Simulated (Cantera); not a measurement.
What does this Cantera script print?

```python
import numpy as np
import cantera as ct

gas_names = [...]  # 123 gases of nasa_gas.yaml made of C, H, O, Si
cond_names = """
    C(gr) C6H6(L) C7H8(L) C8H18(L),n-octa H2O(s) H2O(L) Si(cr) Si(L) SiC(b) SiO2(Lqz) SiO2(hqz) SiO2(L)
""".split()


# ... load() reads the species with a 1 bar reference pressure and builds the phases ...
atoms = {
    'SiO2': {'Si': 1, 'O': 2},
    'CO': {'C': 1, 'O': 1},
    'H2': {'H': 2},
    'C': {'C': 1},
}
top_T = {'C(gr)': 4500, 'SiC(b)': 3050}  # K; cautious upper limits of use, not melting points


# ... equilibrate(T, P, feed) seeds the gas with the atoms and calls Mixture.equilibrate('TP', solver="vcs", rtol=1e-11, max_steps=5000) ...
results = []
T = 2173.15  # K
P = 43000  # Pa
for m in [0.14, 0.17, 0.2, 0.24, 0.28, 0.34, 0.41, 0.49, 0.58, 0.69, 0.83, 0.99, 1.2]:
    feed = {'SiO2': 1, 'CO': 1.2, 'H2': m, 'C': 0.47}  # mol
    mix = equilibrate(T, P, feed)
    results.append((T, P, feed, dict(zip(mix.species_names, mix.species_moles))))
    x = sorted(zip(gas.X, gas.species_names), reverse=True)
    print(f"T = {T:g} K  P = {P:g} Pa  n(H2) = {m:g} mol  gas = {mix.phase_moles(0):.4g} mol")
    print("   x: " + "  ".join(f"{s} {v:.3e}" for v, s in x if v > 0.001))
    print("   condensed (mol): " + ("  ".join(f"{mix.phase(i).name} {mix.phase_moles(i):.4g}"
          for i in range(1, mix.n_phases) if mix.phase_moles(i) > 1e-12) or "none"))
```

Output:

```
T = 2173.15 K  P = 43000 Pa  n(H2) = 0.14 mol  gas = 2.286 mol
   x: CO 7.290e-01  SiO 2.075e-01  H2 5.975e-02  H 1.800e-03  CO2 1.348e-03
   condensed (mol): SiO2(L) 0.5256
T = 2173.15 K  P = 43000 Pa  n(H2) = 0.17 mol  gas = 2.317 mol
   x: CO 7.194e-01  SiO 2.049e-01  H2 7.169e-02  H 1.972e-03  CO2 1.347e-03
   condensed (mol): SiO2(L) 0.5252
T = 2173.15 K  P = 43000 Pa  n(H2) = 0.2 mol  gas = 2.348 mol
   x: CO 7.100e-01  SiO 2.024e-01  H2 8.331e-02  H 2.126e-03  CO2 1.346e-03
   condensed (mol): SiO2(L) 0.5249
T = 2173.15 K  P = 43000 Pa  n(H2) = 0.24 mol  gas = 2.388 mol
   x: CO 6.979e-01  SiO 1.991e-01  H2 9.835e-02  H 2.310e-03  CO2 1.344e-03
   condensed (mol): SiO2(L) 0.5244
T = 2173.15 K  P = 43000 Pa  n(H2) = 0.28 mol  gas = 2.429 mol
   x: CO 6.862e-01  SiO 1.960e-01  H2 1.129e-01  H 2.475e-03  CO2 1.343e-03  H2O 1.147e-03
   condensed (mol): SiO2(L) 0.5239
T = 2173.15 K  P = 43000 Pa  n(H2) = 0.34 mol  gas = 2.49 mol
   x: CO 6.693e-01  SiO 1.915e-01  H2 1.338e-01  H 2.694e-03  H2O 1.392e-03  CO2 1.341e-03
   condensed (mol): SiO2(L) 0.5232
T = 2173.15 K  P = 43000 Pa  n(H2) = 0.41 mol  gas = 2.561 mol
   x: CO 6.506e-01  SiO 1.865e-01  H2 1.569e-01  H 2.918e-03  H2O 1.676e-03  CO2 1.338e-03
   condensed (mol): SiO2(L) 0.5223
T = 2173.15 K  P = 43000 Pa  n(H2) = 0.49 mol  gas = 2.643 mol
   x: CO 6.305e-01  H2 1.818e-01  SiO 1.812e-01  H 3.141e-03  H2O 1.999e-03  CO2 1.335e-03
   condensed (mol): SiO2(L) 0.5212
T = 2173.15 K  P = 43000 Pa  n(H2) = 0.58 mol  gas = 2.735 mol
   x: CO 6.093e-01  H2 2.080e-01  SiO 1.756e-01  H 3.359e-03  H2O 2.360e-03  CO2 1.331e-03
   condensed (mol): SiO2(L) 0.5199
T = 2173.15 K  P = 43000 Pa  n(H2) = 0.69 mol  gas = 2.847 mol
   x: CO 5.853e-01  H2 2.378e-01  SiO 1.692e-01  H 3.591e-03  H2O 2.798e-03  CO2 1.327e-03
   condensed (mol): SiO2(L) 0.5182
T = 2173.15 K  P = 43000 Pa  n(H2) = 0.83 mol  gas = 2.99 mol
   x: CO 5.573e-01  H2 2.723e-01  SiO 1.619e-01  H 3.844e-03  H2O 3.350e-03  CO2 1.320e-03
   condensed (mol): SiO2(L) 0.516
T = 2173.15 K  P = 43000 Pa  n(H2) = 0.99 mol  gas = 3.153 mol
   x: CO 5.283e-01  H2 3.079e-01  SiO 1.543e-01  H 4.087e-03  H2O 3.973e-03  CO2 1.313e-03
   condensed (mol): SiO2(L) 0.5133
T = 2173.15 K  P = 43000 Pa  n(H2) = 1.2 mol  gas = 3.368 mol
   x: CO 4.946e-01  H2 3.494e-01  SiO 1.456e-01  H2O 4.777e-03  H 4.353e-03  CO2 1.302e-03
   condensed (mol): SiO2(L) 0.5095
```

Method: chemical equilibrium by Gibbs-energy minimisation in Cantera with the NASA 1993 tables (ideal gas, pure condensed phases). The tables hold silica as quartz up to 1696 K and as liquid above; real silica turns to tridymite and cristobalite and melts near 1996 K.
